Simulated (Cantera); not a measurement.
A closed system holds: 1 mol Ca(OH)2, 4.2 mol H2O, 9.9 mol H2, at 300 °C and 19.0 Pa.

Equilibrium computed with Cantera from the NASA thermochemical tables; the gas is ideal and each condensed phase is pure. Equilibrium is a limit: real reactors are often held back by kinetics, nucleation or transport.

```
species          before  after
---------------  ------  -----
H2                0.656  0.702
H2O               0.344  0.298
CaO(s), mol        1.00      0
Ca(OH)2(s), mol       0   1.00
```
Gas species are given as mole fractions.

Question: Which change was made?
A. temperature from 300 °C to 1852 °C
B. temperature from 300 °C to 1275 °C
C. pressure from 19.0 Pa to 0.100 bar
D. temperature from 300 °C to 1477 °C

Answer: C, pressure from 19.0 Pa to 0.100 bar
